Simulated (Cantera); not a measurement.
Input (Python, Cantera) and output of one run.

```python
import numpy as np
import cantera as ct

gas_names = """
    Cu CuF CuF2 Cu2 F F2 N NF NF2 NF3 N2
""".split()
cond_names = """
    Cu(cr) Cu(L) CuF2(s) CuF2(L)
""".split()


def load(file, names, dense=False):
    # The tables refer to 1 bar. Condensed volumes are neglected.
    table = {s.name: s for s in ct.Species.list_from_file(file)}
    out = []
    for n in names:
        d = dict(table[n].input_data)
        d["thermo"] = dict(d["thermo"], **{"reference-pressure": 1e5})
        if dense:
            d["equation-of-state"] = {"model": "constant-volume", "density": "1e6 g/cm^3"}
        out.append(ct.Species.from_dict(d))
    return out


gas = ct.Solution(thermo="ideal-gas", species=load("nasa_gas.yaml", gas_names))
cond = {s.name: ct.Solution(thermo="fixed-stoichiometry", species=[s], name=s.name)
        for s in load("nasa_condensed.yaml", cond_names, dense=True)}
atoms = {
    'Cu': {'Cu': 1},
    'F2': {'F': 2},
    'N2': {'N': 2},
}
top_T = {}  # K; cautious upper limits of use, not melting points


def equilibrate(T, P, feed):
    n = {}
    for name, mol in feed.items():
        for a, k in atoms[name].items():
            n[a] = n.get(a, 0.0) + k * mol
    gas.TPX = T, P, n
    mass = sum(n.values()) * gas.mean_molecular_weight
    gas.equilibrate("TP")
    valid = [c for c in cond.values() if c.min_temp <= T <= top_T.get(c.name, c.max_temp)]
    mix = ct.Mixture([(gas, mass / gas.mean_molecular_weight)] + [(c, 0.0) for c in valid])
    mix.T, mix.P = T, P
    mix.equilibrate("TP", solver="vcs", rtol=1e-11, max_steps=5000)
    return mix


results = []
feed = {'Cu': 1, 'F2': 3, 'N2': 0.81}  # mol
P = 13332.2  # Pa
for T in [400, 475, 550, 625, 700, 775, 850]:
    mix = equilibrate(T, P, feed)
    results.append((T, P, feed, dict(zip(mix.species_names, mix.species_moles))))

top = {s: max(r[3][s] / sum(r[3][g] for g in gas_names) for r in results) for s in gas_names}
cols = sorted((s for s in top if top[s] > 1e-06), key=lambda s: -top[s])[:8]
seen = [c for c in cond_names if any(r[3].get(c, 0) > 1e-12 for r in results)]
print("log10 of partial pressures in bar; condensed amounts in mol")
print(f"{'T/K':>10s}" + "".join(f"{s[:9]:>10s}" for s in cols + seen))
for T, P, feed, n in results:
    ng = sum(n[g] for g in gas_names)
    print(f"{T:10.4g}" + "".join(f"{np.log10(max(n[s] / ng * P / 1e5, 1e-99)):10.3f}" for s in cols)
          + "".join(f"{n.get(c, 0):10.4g}" for c in seen))
```

It prints:

```
log10 of partial pressures in bar; condensed amounts in mol
       T/K       NF3        F2        N2         F       NF2   CuF2(s)
       400    -0.919    -6.594    -1.888   -10.654   -14.598         1
       475    -0.920    -4.777    -1.888    -8.091   -12.080         1
       550    -0.921    -3.458    -1.885    -6.222   -10.250         1
       625    -0.935    -2.475    -1.859    -4.807    -8.866         1
       700    -1.006    -1.771    -1.757    -3.727    -7.806         1
       775    -1.218    -1.336    -1.594    -2.920    -7.043         1
       850    -1.641    -1.137    -1.482    -2.334    -6.585         1
```

Equilibrium computed with Cantera from the NASA thermochemical tables; the gas is ideal and each condensed phase is pure.
